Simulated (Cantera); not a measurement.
Input (Python, Cantera) and output of one run.

```python
import numpy as np
import cantera as ct

gas_names = """
    F F2 N NF NF2 NF3 N2 Si SiF SiF2 SiF3 SiF4 SiN Si2 Si2N Si3
""".split()
cond_names = """
    Si(cr) Si(L) Si3N4(a)
""".split()


# ... load() reads the species with a 1 bar reference pressure and builds the phases ...
atoms = {
    'Si': {'Si': 1},
    'NF3': {'N': 1, 'F': 3},
    'N2': {'N': 2},
}
top_T = {'Si3N4(a)': 2400}  # K; cautious upper limits of use, not melting points


# ... equilibrate(T, P, feed) seeds the gas with the atoms and calls Mixture.equilibrate('TP', solver="vcs", rtol=1e-11, max_steps=5000) ...
results = []
feed = {'Si': 1, 'NF3': 2.8, 'N2': 13}  # mol
T = 1700  # K
P = 400  # Pa
mix = equilibrate(T, P, feed)
results.append((T, P, feed, dict(zip(mix.species_names, mix.species_moles))))
x = sorted(zip(gas.X, gas.species_names), reverse=True)
print(f"T = {T:g} K  P = {P:g} Pa  gas = {mix.phase_moles(0):.4g} mol")
print("   x: " + "  ".join(f"{s} {v:.3e}" for v, s in x if v > 1e-06))
print("   condensed (mol): " + ("  ".join(f"{mix.phase(i).name} {mix.phase_moles(i):.4g}"
      for i in range(1, mix.n_phases) if mix.phase_moles(i) > 1e-12) or "none"))
```

It prints:

```
T = 1700 K  P = 400 Pa  gas = 19.8 mol
   x: N2 7.273e-01  F 2.222e-01  SiF4 5.051e-02  F2 5.480e-06
   condensed (mol): none
```

These are equilibrium values from Cantera (NASA tables, ideal gas, pure condensed phases), not measurements of a reactor.
